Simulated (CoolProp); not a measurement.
Vapour-liquid equilibrium of R22 (1) + R152A (2) at 8.25 °C; x and y are mole fractions of (1).

Values from CoolProp's multi-fluid Helmholtz-energy mixture model, Kamei 1995 and Outcalt 1996; pair parameters Bell 2016.

```csv
x,"bubble pressure, mixture model (kPa)","bubble pressure, Raoult's law (kPa)","y, mixture model","y, Raoult's law"
0.05,362.4,366.3,0.075,0.088
0.2,396.5,410.4,0.283,0.315
0.35,433.9,454.6,0.466,0.497
0.5,475.7,498.7,0.626,0.647
0.65,522.0,542.8,0.765,0.773
0.8,572.8,587.0,0.880,0.880
0.95,627.2,631.1,0.974,0.972
```

The largest gap from Raoult's law is -4.6 % in bubble pressure, at x = 0.5. No azeotrope shows between x = 0.05 and 0.95.

The pair parameters rest on a limited set of measurements; away from them the model extrapolates.
